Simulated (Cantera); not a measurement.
A closed system holds: 1 mol SiC, 0.028 mol N2O, 110 mol H2, held at 1698 K and 1280 Torr.

These are equilibrium values from Cantera (NASA tables, ideal gas, pure condensed phases), not measurements of a reactor. Candidate condensed phases: C, C6H6, C7H8, C8H18, H2O, Si, SiC, SiO2, Si2N2O, Si3N4; 151 gas species. The numbers say what is thermodynamically allowed, not how fast it happens.

Base state: H2 0.999, N2 0.000253, SiO 0.000168, H 0.000111, CO 8.51e-5, CH4 8.51e-5 (mole fractions); condensed: SiC(s).

Q: What changes in the equilibrium state with this change: H2 from 110 to 2.5 mol?

A: 
```tsv
species	before	after
H2	0.999	0.985
N2	0.000253	0.00705
CO	8.51e-5	0.00698
SiO	0.000168	0.000136
C2H2 (acetylene)	1.49e-7	1.48e-5
HCN	2.61e-6	0.000138
CH4	8.51e-5	0.000830
SiC(s), mol	0.981	0.980
Si2N2O(s), mol	0	0.00994
```
Mutual solubility and eutectic melting of coexisting phases are not modelled.
